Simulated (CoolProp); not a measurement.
Fluoroethane (R161) along the isobar 50 bar: density (kg/m³) from the reference equation and from simpler models built on Tc = 375.2 K, pc = 50.10 bar, ω = 0.216; each cubic takes its own stable root.

The numbers come from the reference Helmholtz-energy equation of state, Wu 2012 in CoolProp.

```tsv
T (K)	phase	reference	Redlich-Kwong	Soave-Redlich-Kwong
146.1	liquid	938.3	800.4	805.9
173.8	liquid	903.2	771.7	780.8
201.4	liquid	868.2	739.4	752.1
229	liquid	832.3	703.0	718.9
256.6	liquid	793.6	661.7	680.1
284.3	liquid	749.1	614.0	633.9
311.9	liquid	695.4	557.4	577.3
339.5	liquid	625.5	485.5	502.8
367.1	liquid	508.8	368.7	378.4
394.8	gas	118.9	118.9	115.8
422.4	gas	93.73	94.81	91.87
450	gas	80.78	81.81	79.13
```
